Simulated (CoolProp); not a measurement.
Vapour pressure (kPa) of ethylene: the reference equation beside estimates from Tc = 282.4 K, pc = 5042 kPa, ω = 0.087. Clausius-Clapeyron is anchored at 204.3 K with a constant enthalpy of vaporisation of 11.90 kJ/mol.

Model: reference Helmholtz-energy equation of state, Smukala 2000, in CoolProp.

| T (K) | reference | Lee-Kesler | Clausius-Clapeyron | van der Waals | Redlich-Kwong | Soave-Redlich-Kwong | Peng-Robinson |
|---|---|---|---|---|---|---|---|
| 204.3 | 541.1 | 541.6 | 541.1 | 1194 | 579.4 | 542.2 | 541.0 |
| 211.3 | 705.2 | 706.1 | 682.5 | 1409 | 756.1 | 708.2 | 704.7 |
| 218.2 | 900.0 | 901.1 | 845.6 | 1644 | 964.4 | 905.7 | 899.4 |
| 225.2 | 1135 | … | 1037 | 1906 | 1214 | 1144 | 1135 |
| 232.2 | … | 1412 | 1256 | 2193 | 1504 | … | 1412 |
| 239.2 | 1733 | 1733 | 1504 | … | 1838 | 1753 | 1736 |
| 246.1 | 2099 | 2097 | 1779 | 2841 | 2214 | 2125 | 2106 |
| 253.1 | 2525 | 2522 | 2090 | 3207 | 2645 | 2556 | 2535 |
| 260.1 | … | 3007 | 2433 | … | 3128 | 3047 | 3025 |

**Question.** Fill in the missing entries.

**Answer.** 
- 225.2, Lee-Kesler: 1136
- 232.2, reference: 1411
- 232.2, Soave-Redlich-Kwong: 1425
- 239.2, van der Waals: 2506
- 260.1, reference: 3011
- 260.1, van der Waals: 3600

Absolute difference from the reference over all 9 rows, mean and median: Lee-Kesler 0.1 and 0.1 %, Clausius-Clapeyron 10.4 and 11.0 %, van der Waals 61.4 and 55.4 %, Redlich-Kwong 6.1 and 6.6 %, Soave-Redlich-Kwong 0.9 and 1.0 %, Peng-Robinson 0.2 and 0.1 %.
